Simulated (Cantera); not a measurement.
Feed: 1 mol MgCl₂, 0.45 mol H₂O, a varied amount of N₂, held at 1548.15 K and 2.40 Pa.

Cantera equilibrium calculation (NASA polynomials, part measured and part estimated; ideal gas, pure solids and liquids). Candidate condensed phases: H₂O, Mg, MgCl₂, MgO, Mg(OH)₂, NH₄Cl; 38 gas species. Kinetics and transport are ignored.

### Question
At 0.29 mol N₂, list the 4 most abundant gas species with their mole fractions, and the condensed phases.

### Answer
HCl 0.477, MgCl₂ 0.318, N₂ 0.165, Cl 0.0230. Condensed: MgO(s).
